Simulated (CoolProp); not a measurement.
The numbers come from the reference Helmholtz-energy equation of state, Polt 1992 in CoolProp. This equation is an older, rougher fit.

**Question.** For propyne, give the phase and the cp (kJ/(kg K)), cv (kJ/(kg K)), speed of sound (m/s) at 152.55 °C and 101 kPa; 168.65 °C and 101 kPa; 184.75 °C and 101 kPa.

**Answer.** 
- 152.55 °C and 101 kPa: gas; cp 1.89, cv 1.67, speed of sound 314
- 168.65 °C and 101 kPa: gas; cp 1.93, cv 1.71, speed of sound 319
- 184.75 °C and 101 kPa: gas; cp 1.97, cv 1.75, speed of sound 325
